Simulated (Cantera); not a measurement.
Feed: 1 mol Ti, 1.1 mol O₂, 1.6 mol H₂, at 1877 °C and 33.0 Pa.

Method: chemical equilibrium by Gibbs-energy minimisation in Cantera with the NASA 1993 tables (ideal gas, pure condensed phases). Condensed phases not in the tables: Magnéli phases beyond Ti₄O₇. Kinetics and transport are ignored.

```json
[
 {"species": "H₂", "before": "0.568", "after": "0.874"},
 {"species": "H₂O", "before": "0.239", "after": "0.125"},
 {"species": "H", "before": "0.175", "after": "0.000651"},
 {"species": "TiO₂", "before": "0.00571", "after": "1.22e-9"},
 {"species": "O", "before": "0.00207", "after": "1.58e-9"},
 {"species": "O₂", "before": "0.000370", "after": "<1e-9"},
 {"species": "TiO", "before": "0.000288", "after": "<1e-9"},
 {"species": "OH", "before": "0.00953", "after": "2.42e-6"},
 {"species": "Ti₄O₇(l), mol", "before": "0.247", "after": "0"},
 {"species": "TiO₂(rutile), mol", "before": "0", "after": "1.00"}
]
```
Gas species are given as mole fractions.

**Question.** What was changed between the two runs?
A. temperature from 1877 °C to 1377 °C
B. temperature from 1877 °C to 1577 °C
C. O₂ from 1.1 to 3 mol
D. temperature from 1877 °C to 1200 °C

**Answer.** D, temperature from 1877 °C to 1200 °C
